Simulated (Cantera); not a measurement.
Cantera run:

```python
import numpy as np
import cantera as ct

gas_names = """
    H H2 H2S Ni NiS S SH S2 S8
""".split()
cond_names = """
    Ni(cr) Ni(L) NiS(b) NiS(a) NiS(L) NiS2(s) NiS2(L) Ni3S2(I) Ni3S2(II) Ni3S2(L) Ni3S4(s) S(cr1) S(cr2)
    S(L)
""".split()


# ... load() reads the species with a 1 bar reference pressure and builds the phases ...
atoms = {
    'Ni': {'Ni': 1},
    'H2S': {'H': 2, 'S': 1},
    'H2': {'H': 2},
}
top_T = {'Ni3S4(s)': 620}  # K; cautious upper limits of use, not melting points


# ... equilibrate(T, P, feed) seeds the gas with the atoms and calls Mixture.equilibrate('TP', solver="vcs", rtol=1e-11, max_steps=5000) ...
results = []
feed = {'Ni': 1, 'H2S': 4.5, 'H2': 16}  # mol
T = 1323.15  # K
for P in [10, 120, 1600, 19000, 240000, 3000000]:
    mix = equilibrate(T, P, feed)
    results.append((T, P, feed, dict(zip(mix.species_names, mix.species_moles))))
    x = sorted(zip(gas.X, gas.species_names), reverse=True)
    print(f"T = {T:g} K  P = {P:g} Pa  gas = {mix.phase_moles(0):.4g} mol")
    print("   x: " + "  ".join(f"{s} {v:.3e}" for v, s in x if v > 1e-06))
    print("   condensed (mol): " + ("  ".join(f"{mix.phase(i).name} {mix.phase_moles(i):.4g}"
          for i in range(1, mix.n_phases) if mix.phase_moles(i) > 1e-12) or "none"))
```

Output:

```
T = 1323.15 K  P = 10 Pa  gas = 22.16 mol
   x: H2 9.006e-01  S2 7.377e-02  H2S 2.346e-02  SH 1.883e-03  H 1.508e-04  S 1.081e-04  NiS 7.190e-06  Ni 2.822e-06
   condensed (mol): Ni3S2(L) 0.3333
T = 1323.15 K  P = 120 Pa  gas = 21.68 mol
   x: H2 8.770e-01  H2S 6.758e-02  S2 5.379e-02  SH 1.587e-03  H 4.297e-05  S 2.665e-05
   condensed (mol): Ni3S2(L) 0.3333
T = 1323.15 K  P = 1600 Pa  gas = 20.92 mol
   x: H2 8.366e-01  H2S 1.427e-01  S2 1.977e-02  SH 9.398e-04  H 1.149e-05  S 4.424e-06
   condensed (mol): Ni3S2(L) 0.3333
T = 1323.15 K  P = 19000 Pa  gas = 20.56 mol
   x: H2 8.164e-01  H2S 1.805e-01  S2 2.796e-03  SH 3.491e-04  H 3.295e-06
   condensed (mol): Ni3S2(L) 0.3333
T = 1323.15 K  P = 240000 Pa  gas = 20.51 mol
   x: H2 8.133e-01  H2S 1.864e-01  S2 2.378e-04  SH 1.016e-04
   condensed (mol): Ni3S2(L) 0.3333
T = 1323.15 K  P = 3e+06 Pa  gas = 20.5 mol
   x: H2 8.130e-01  H2S 1.869e-01  SH 2.883e-05  S2 1.915e-05
   condensed (mol): Ni3S2(L) 0.3333
```

These are equilibrium values from Cantera (NASA tables, ideal gas, pure condensed phases), not measurements of a reactor.
